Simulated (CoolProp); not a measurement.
Saturation properties of R1234yf.

Values from CoolProp's reference Helmholtz-energy equation of state, Lemmon 2022.

```tsv
T (°C)	p (bar)	vapour density (kg/m³)	enthalpy of vaporisation (kJ/kg)	surface tension (mN/m)
-5.55	2.605	14.64	167.0	10.2
3.05	3.499	19.47	161.5	9.04
11.65	4.607	25.51	155.6	7.88
20.35	5.979	33.11	149.2	6.75
28.95	7.616	42.41	142.3	5.69
37.55	9.566	53.91	134.7	4.68
46.15	11.87	68.22	126.4	3.73
54.75	14.56	86.21	117.0	2.84
63.35	17.69	109.3	106.2	2.03
71.95	21.31	139.8	93.48	1.30
80.65	25.53	183.9	77.25	0.662
```

It boils at -29.5 °C under 1 atm.

Surface tension comes from a separate correlation (Mulero 2012).
